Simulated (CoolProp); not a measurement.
R124 along the isobar 2.07 MPa: fugacity coefficient from the reference equation and from simpler models built on Tc = 122.3 °C, pc = 3.624 MPa, ω = 0.288; each cubic takes its own stable root.

Values from CoolProp's reference Helmholtz-energy equation of state, de Vries 1995.

| T (°C) | phase | reference |
|---|---|---|
| -24.85 | liquid | 0.02929 |
| -10.95 | liquid | 0.05316 |
| 3.05 | liquid | 0.08965 |
| 16.95 | liquid | 0.1411 |
| 30.95 | liquid | 0.2106 |
| 44.85 | liquid | 0.2987 |
| 58.85 | liquid | 0.4071 |
| 72.75 | liquid | 0.5334 |
| 86.75 | liquid | 0.6767 |
| 100.65 | gas | 0.7641 |
| 114.55 | gas | 0.7936 |
| 128.55 | gas | 0.8182 |
| 142.45 | gas | 0.8388 |
| 156.45 | gas | 0.8566 |
| 170.35 | gas | 0.8719 |
| 184.35 | gas | 0.8853 |

How far does each simpler model (van der Waals, Soave-Redlich-Kwong) lie from the reference over these 16 states: mean and median of the absolute difference, and the worst?


- van der Waals: mean 111.9 %, median 29.7 %, worst +583.5 % at -24.85 °C and 2.07 MPa
- Soave-Redlich-Kwong: mean 1.3 %, median 1.0 %, worst +2.6 % at 58.85 °C and 2.07 MPa

At some of these states van der Waals gives the other phase, because its saturation line lies elsewhere.
